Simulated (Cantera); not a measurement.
Charge: 1 mol CF₄, 8.6 mol H₂, held at 2850 K and 10.0 Torr.

Method: chemical equilibrium by Gibbs-energy minimisation in Cantera with the NASA 1993 tables (ideal gas, pure condensed phases). Candidate condensed phases: C, C₆H₆, C₇H₈, C₈H₁₈; 95 gas species. Rates play no part.

Base state: H 0.429, HF 0.291, H₂ 0.259, C₂H₂ (acetylene) 0.0102, C₃ 0.00433, C₂H 0.00231, F 0.00224, C 0.000846 (mole fractions); condensed: C(graphite).

Task: What changes in the equilibrium state with this change: temperature from 2850 K to 2573 K?

Result: 
```
species             before    after
----------------  --------  -------
H₂                   0.259    0.453
HF                   0.291    0.339
H                    0.429    0.200
C₂H₂ (acetylene)    0.0102  0.00661
C₅                 4.91e-5  4.55e-7
C₂                0.000427  1.05e-5
C(graphite), mol     0.442    0.831
```

Task: What changes in the equilibrium state with this change: H₂ from 8.6 to 0.29 mol?

Result: 
```json
[
 {"species": "F", "before": "0.00224", "after": "0.695"},
 {"species": "HF", "before": "0.291", "after": "0.156"},
 {"species": "CF₂", "before": "8.77e-7", "after": "0.0846"},
 {"species": "H", "before": "0.429", "after": "0.000739"},
 {"species": "H₂", "before": "0.259", "after": "7.70e-7"},
 {"species": "C₂H₂ (acetylene)", "before": "0.0102", "after": "3.03e-8"},
 {"species": "CF", "before": "0.000186", "after": "0.0579"},
 {"species": "CF₃", "before": "<1e-9", "after": "0.000253"},
 {"species": "C₄H₂", "before": "0.000167", "after": "<1e-9"},
 {"species": "CF₄", "before": "<1e-9", "after": "4.42e-5"},
 {"species": "C(graphite), mol", "before": "0.442", "after": "0.415"}
]
```
